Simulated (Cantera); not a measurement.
A closed system holds: 1 mol BCl₃, 6.2 mol H₂O, 20 mol H₂, at 10.0 mbar.

Method: chemical equilibrium by Gibbs-energy minimisation in Cantera with the NASA 1993 tables (ideal gas, pure condensed phases). Candidate condensed phases: B, B₂O₃, B₃O₃H₃, H₂O; 33 gas species. The tables' values for BOCl are old estimates; treat these amounts as uncertain. Gases not in the tables: H₃BO₃. Equilibrium is a limit: real reactors are often held back by kinetics, nucleation or transport.

x: gas mole fraction; n: condensed amount in mol.

```csv
T (K),x H₂,x H₂O,x HCl,x HBO₂,n B₂O₃(l)
1000,0.722,0.169,0.108,0.000108,0.490
1050,0.722,0.169,0.108,0.000292,0.490
1100,0.722,0.169,0.108,0.000717,0.485
1150,0.721,0.169,0.108,0.00162,0.473
1200,0.721,0.168,0.108,0.00340,0.449
1250,0.720,0.166,0.108,0.00670,[?]
1300,0.718,0.162,0.108,0.0124,[?]
1350,0.714,0.157,0.107,0.0217,[?]
1400,0.709,0.149,0.106,0.0349,[?]
```

Problem. Complete the blanks.

Solution. 
- 1250, n B₂O₃(l): 0.404
- 1300, n B₂O₃(l): 0.324
- 1350, n B₂O₃(l): 0.192
- 1400, n B₂O₃(l): 0
